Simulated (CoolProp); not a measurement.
The fluid at 839.94 K and 26.7 MPa (stagnation) flows isentropically through a choked orifice. The same conditions are run with several fluids, on thermodynamics alone (safety and materials aside).

The numbers come from the reference Helmholtz-energy equation of state of each fluid (water: Wagner 2002; nitrogen: Span 2000; carbon dioxide: Span 1996; dry air: Lemmon 2000; oxygen: Schmidt 1985) in CoolProp. Blends and air are pseudo-pure fits.

| fluid | throat to inlet pressure ratio | mass flux (kg/(m² s)) | throat temperature (K) |
|---|---|---|---|
| water | ___ | ___ | ___ |
| nitrogen | 0.516 | 35600 | ___ |
| carbon dioxide | ___ | 43600 | 757.7 |
| dry air | 0.518 | ___ | 705.6 |
| oxygen | 0.526 | 38000 | ___ |

What belongs in the gaps?


- water, throat to inlet pressure ratio: 0.549
- water, mass flux (kg/(m² s)): 31100
- water, throat temperature (K): 731.6
- nitrogen, throat temperature (K): 703.4
- carbon dioxide, throat to inlet pressure ratio: 0.551
- dry air, mass flux (kg/(m² s)): 36200
- oxygen, throat temperature (K): 714.5

Above 300 K oxygen's equation is extrapolated.
